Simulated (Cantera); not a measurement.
Charge: 1 mol SiH2Cl2, 0.25 mol CH4, 380 mol H2, at 2323 K and 1.70 mbar.

Method: chemical equilibrium by Gibbs-energy minimisation in Cantera with the NASA 1993 tables (ideal gas, pure condensed phases). Rates play no part.

```
species             before    after
----------------  --------  -------
H2                   0.762    0.970
H                    0.231   0.0225
HCl                0.00379  0.00503
Si                 0.00225  0.00184
SiCl2              1.08e-7  1.26e-5
Si2C               1.14e-6  3.59e-5
C2H2 (acetylene)  0.000258  2.16e-5
Cl                0.000823  8.79e-5
SiH2               1.31e-6  1.20e-5
SiC2               2.35e-5  2.58e-6
SiC(s), mol              0    0.217
```
Gas species are given as mole fractions.

### Question
What was changed between the two runs?
(A) pressure from 1.70 mbar to 7.40 mbar
(B) temperature from 2323 K to 1923.15 K
(C) temperature from 2323 K to 1725 K
(D) 1.9 mol HCl added

### Answer
B, temperature from 2323 K to 1923.15 K. The tables' values for SiCl are old estimates; treat these amounts as uncertain. Gases not in the tables: Si2H6 and higher silanes
